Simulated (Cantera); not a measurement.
Feed: 1 mol Si, 1 mol F2, 5.9 mol N2, equilibrated at 600 K and 0.100 bar.

These are equilibrium values from Cantera (NASA tables, ideal gas, pure condensed phases), not measurements of a reactor. Candidate condensed phases: Si, Si3N4; 16 gas species. N2 is the only nitrogen source here; it is nearly inert below about 1500 K, so the nitride shown seldom forms there in practice. Kinetics and transport are ignored.

Base state: N2 0.918, SiF4 0.0824 (mole fractions); condensed: Si3N4(s).

Task: What changes in the equilibrium state with this change: F2 from 1 to 4 mol?

Result: 
```
species        before    after
-------------  ------  -------
N2              0.918    0.691
NF3             <1e-9    0.174
SiF4           0.0824    0.132
F2              <1e-9  0.00274
F               <1e-9  2.33e-5
Si3N4(s), mol   0.167        0
```
